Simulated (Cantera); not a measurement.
A closed system holds: 1 mol c-C4F8, 8.1 mol H2, 0.033 mol HCl, at 2625 °C and 490 Pa.

Equilibrium computed with Cantera from the NASA thermochemical tables; the gas is ideal and each condensed phase is pure. The feed counts by its element totals alone. Equilibrium is a limit: real reactors are often held back by kinetics, nucleation or transport.

```csv
species,before,after
H,0.403,0.717
H2,0.0610,0.193
HF,0.484,0.0601
F,0.0163,0.00114
C3,0.0206,0.0118
CF2,1.33e-5,5.38e-8
CF,0.00152,8.79e-5
C2HF,1.17e-5,1.00e-6
C5,0.000274,0.000108
C2H2 (acetylene),0.00279,0.00610
C2H2 (vinylidene),6.90e-6,1.51e-5
"C(graphite), mol",2.66,0
```
Gas species are given as mole fractions.

Q: Which change was made?
A) temperature from 2625 °C to 2127 °C
B) temperature from 2625 °C to 775 °C
C) H2 from 8.1 to 0.091 mol
D) c-C4F8 replaced by CH3F

A: D, c-C4F8 replaced by CH3F
